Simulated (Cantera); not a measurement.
A perfectly stirred reactor is fed with C2H6 : O2 : N2 : CO2 = 1 : 3.5 : 13.2 : 5.1 (molar parts), equivalence ratio 1.0, at 2.96 atm; it is adiabatic with a 350 K inlet, and is followed from long to short residence time, starting on the burning branch (τ in s: 0.21, 0.086, 0.035, 0.014, 0.0057, 0.0023, 0.00093, 0.00038, 0.00015, 6.2e-05, 2.5e-05).

Computed with Cantera and GRI-Mech 3.0 (53 species, 325 reactions).

What does this change do: inlet temperature 350 to 500 K?


```json
[
 {"quantity": "blow-out, bracketed by the residence times tried", "before": "burning at 0.930 ms, out at 0.380 ms", "after": "burning at 0.380 ms, out at 0.150 ms"},
 {"quantity": "x(C2H6) at τ = 0.210 s", "before": "5.17e-7", "after": "2.98e-7"},
 {"quantity": "x(O2) at τ = 0.210 s", "before": "0.00314", "after": "0.00360"},
 {"quantity": "x(CO2) at τ = 0.210 s", "before": "0.298", "after": "0.297"},
 {"quantity": "x(NO) at τ = 0.210 s", "before": "3.88e-5", "after": "8.41e-5"},
 {"quantity": "x(CH2) at τ = 0.210 s", "before": "2.96e-8", "after": "3.06e-8"},
 {"quantity": "x(C2H6) at τ = 2.30 ms", "before": "1.85e-5", "after": "1.26e-5"},
 {"quantity": "x(O2) at τ = 2.30 ms", "before": "0.0111", "after": "0.0120"},
 {"quantity": "x(CO2) at τ = 2.30 ms", "before": "0.281", "after": "0.278"},
 {"quantity": "x(NO) at τ = 2.30 ms", "before": "2.14e-5", "after": "3.18e-5"},
 {"quantity": "x(CH2) at τ = 2.30 ms", "before": "1.09e-6", "after": "9.91e-7"}
]
```

What does this change do: N2 13.2 to 18 parts?


```json
[
 {"quantity": "blow-out, bracketed by the residence times tried", "before": "burning at 0.930 ms, out at 0.380 ms", "after": "burning at 2.30 ms, out at 0.930 ms"},
 {"quantity": "x(C2H6) at τ = 0.210 s", "before": "5.17e-7", "after": "1.12e-6"},
 {"quantity": "x(O2) at τ = 0.210 s", "before": "0.00314", "after": "0.00228"},
 {"quantity": "x(CO2) at τ = 0.210 s", "before": "0.298", "after": "0.248"},
 {"quantity": "x(NO) at τ = 0.210 s", "before": "3.88e-5", "after": "1.33e-5"},
 {"quantity": "x(CH2) at τ = 0.210 s", "before": "2.96e-8", "after": "2.80e-8"},
 {"quantity": "x(C2H6) at τ = 2.30 ms", "before": "1.85e-5", "after": "4.17e-5"},
 {"quantity": "x(O2) at τ = 2.30 ms", "before": "0.0111", "after": "0.00961"},
 {"quantity": "x(CO2) at τ = 2.30 ms", "before": "0.281", "after": "0.234"},
 {"quantity": "x(NO) at τ = 2.30 ms", "before": "2.14e-5", "after": "9.33e-6"},
 {"quantity": "x(CH2) at τ = 2.30 ms", "before": "1.09e-6", "after": "1.23e-6"}
]
```
